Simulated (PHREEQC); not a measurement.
Make-up at 25 °C and 100 atm: 0.0011 mol/kgw CuSO4, 0.027 mol/kgw HNO3 and 0.067 mol/kgw Na2SO4. Closed to the air; pH follows from the charge balance.

Equilibrium calculation in PHREEQC: ion-association model, phreeqc.dat.

```csv
quantity,before,after
pH,2.02,1.66
ionic strength (mol/kgw),0.184,0.192
Na+ (mol/kgw),0.126,0.127
SO4-2 (mol/kgw),0.0442,0.0345
NaSO4- (mol/kgw),0.00839,0.00656
```

Q: Name the change that produced these shifts.
A) HNO3 from 0.027 to 0.054 mol/kgw
B) temperature from 25 to 55 °C
C) HNO3 from 0.027 to 0.0405 mol/kgw
D) Na2SO4 from 0.067 to 0.67 mol/kgw
E) CuSO4 left out

A: A, HNO3 from 0.027 to 0.054 mol/kgw

Precipitation was switched off in this run. Under pressure, the constants of complexes without a molar volume in the database are unreliable.
